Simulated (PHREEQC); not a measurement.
Consider water at 63 °C with 58 mmol/kgw ZnCl2. Closed to the air; pH follows from the charge balance.

Equilibrium calculation in PHREEQC: ion-association model, phreeqc.dat.

```csv
quantity,before,after
pH,4.83,4.82
ionic strength (mol/kgw),0.140,0.0580
Cl- (mol/kgw),0.0985,0.0580
```

### Question
What was changed between the two runs?
A. 0.0025 mol/kgw BaCl2 added
B. temperature from 63 to 35 °C
C. 0.051 mol/kgw HBr added
D. ZnCl2 from 0.058 to 0.0116 mol/kgw
E. ZnCl2 replaced by NH4Cl at the same molality

### Answer
E, ZnCl2 replaced by NH4Cl at the same molality

This is a speciation only: nothing precipitates in the calculation. Constants without temperature data keep their 25 °C values here.
